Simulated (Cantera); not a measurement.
## Catalytic stagnation flow on Pt

A jet of CH₄ : O₂ : N₂ = 0.033 : 0.054 : 0.79 (molar parts), equivalence ratio 1.2 at 300 K and 23.3 Torr hits a platinum plate 2 cm away at a mass flux of 0.14 kg/m²/s; the plate temperature is set and raised in steps from an oxygen-covered start.

Detailed kinetics in Cantera: Deutschmann's 1995 Pt surface mechanism with GRI-Mech 3.0 gas chemistry. Catalytic surfaces can have several steady states; this one follows from the mechanism file's or the stated starting coverage.

```json
[
 {"plate T (K)": "950", "wall x CH₄": "0.0277", "wall x O₂": "0.0405", "wall x H₂O": "0.0185", "wall x OH": "9.46e-8", "wall x CO": "2.03e-5", "wall x CO₂": "0.0121", "θ free Pt": "0.410", "θ O*": "0.589"},
 {"plate T (K)": "1000", "wall x CH₄": "0.0241", "wall x O₂": "0.0327", "wall x H₂O": "0.0253", "wall x OH": "2.66e-7", "wall x CO": "2.57e-5", "wall x CO₂": "0.0166", "θ free Pt": "0.506", "θ O*": "0.493"},
 {"plate T (K)": "1050", "wall x CH₄": "0.0206", "wall x O₂": "0.0254", "wall x H₂O": "0.0316", "wall x OH": "6.39e-7", "wall x CO": "3.27e-5", "wall x CO₂": "0.0208", "θ free Pt": "0.605", "θ O*": "0.394"},
 {"plate T (K)": "1100", "wall x CH₄": "0.0176", "wall x O₂": "0.0191", "wall x H₂O": "0.0371", "wall x OH": "1.35e-6", "wall x CO": "4.35e-5", "wall x CO₂": "0.0244", "θ free Pt": "0.704", "θ O*": "0.296"},
 {"plate T (K)": "1150", "wall x CH₄": "0.0150", "wall x O₂": "0.0136", "wall x H₂O": "0.0418", "wall x OH": "2.43e-6", "wall x CO": "6.47e-5", "wall x CO₂": "0.0276", "θ free Pt": "0.805", "θ O*": "0.195"},
 {"plate T (K)": "1200", "wall x CH₄": "0.0110", "wall x O₂": "0.00750", "wall x H₂O": "0.0488", "wall x OH": "5.44e-7", "wall x CO": "0.00437", "wall x CO₂": "0.0274", "θ free Pt": "0.997", "θ O*": "0.00210"},
 {"plate T (K)": "1250", "wall x CH₄": "0.0112", "wall x O₂": "0.00779", "wall x H₂O": "0.0483", "wall x OH": "1.16e-6", "wall x CO": "0.00401", "wall x CO₂": "0.0276", "θ free Pt": "0.997", "θ O*": "0.00256"}
]
```
x: mole fraction at the wall; θ: surface coverage.
